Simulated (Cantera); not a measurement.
Charge: 1 mol SiH₄, 1.1 mol O₂, 45 mol N₂, equilibrated at 773.15 K and 0.000340 bar.

Cantera equilibrium calculation (NASA polynomials, part measured and part estimated; ideal gas, pure solids and liquids). Candidate condensed phases: H₂O, Si, SiO₂, Si₂N₂O, Si₃N₄; 35 gas species. Equilibrium is a limit: real reactors are often held back by kinetics, nucleation or transport.

Base state: N₂ 0.957, H₂ 0.0383, H₂O 0.00426 (mole fractions); condensed: SiO₂(α-quartz).

Problem. What changes in the equilibrium state with this change: O₂ from 1.1 to 3 mol?

Solution. 
```csv
species,before,after
N₂,0.957,0.938
H₂O,0.00426,0.0417
O₂,<1e-9,0.0208
H₂,0.0383,<1e-9
"SiO₂(α-quartz), mol",1.00,1.00
```
